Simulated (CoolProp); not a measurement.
Hydrogen chloride along the isotherm 239.5 K: density (kg/m³) from the reference equation and from simpler models built on Tc = 324.7 K, pc = 8314 kPa, ω = 0.130; each cubic takes its own stable root.

Values from CoolProp's reference Helmholtz-energy equation of state, Thol 2018.

| p (kPa) | phase | reference |
|---|---|---|
| 3200 | liquid | 1051 |
| 6400 | liquid | 1059 |
| 9590 | liquid | 1066 |
| 12800 | liquid | 1073 |
| 16000 | liquid | 1080 |
| 19200 | liquid | 1086 |
| 22400 | liquid | 1092 |
| 25600 | liquid | 1098 |
| 28800 | liquid | 1103 |
| 32000 | liquid | 1108 |
| 35200 | liquid | 1113 |
| 38400 | liquid | 1118 |
| 41600 | liquid | 1123 |

### Question
How far does each simpler model (Redlich-Kwong, Soave-Redlich-Kwong, Peng-Robinson) lie from the reference over these 13 states: mean and median of the absolute difference, and the worst?

### Answer
- Redlich-Kwong: mean 13.3 %, median 13.2 %, worst -14.6 % at 239.5 K and 3200 kPa
- Soave-Redlich-Kwong: mean 12.3 %, median 12.2 %, worst -13.1 % at 239.5 K and 3200 kPa
- Peng-Robinson: mean 1.1 %, median 1.1 %, worst -1.6 % at 239.5 K and 3200 kPa
